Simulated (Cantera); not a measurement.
Input: 1 mol N₂O, 0.79 mol H₂, held at 800 K and 17.0 mbar.

Method: chemical equilibrium by Gibbs-energy minimisation in Cantera with the NASA 1993 tables (ideal gas, pure condensed phases). Candidate condensed phases: H₂O; 24 gas species. The numbers say what is thermodynamically allowed, not how fast it happens.

Base state: N₂ 0.528, H₂O 0.417, O₂ 0.0554 (mole fractions); condensed: gas only.

**Question.** What changes in the equilibrium state with this change: temperature from 800 K to 2798 K?

**Answer.** 
```
species   before    after
-------  -------  -------
N₂         0.528    0.395
H          <1e-9    0.177
H₂O        0.417    0.113
O          <1e-9   0.0964
H₂         <1e-9   0.0806
OH       3.54e-9   0.0699
NO       8.42e-7   0.0132
O₂        0.0554   0.0544
N          <1e-9  1.66e-5
```
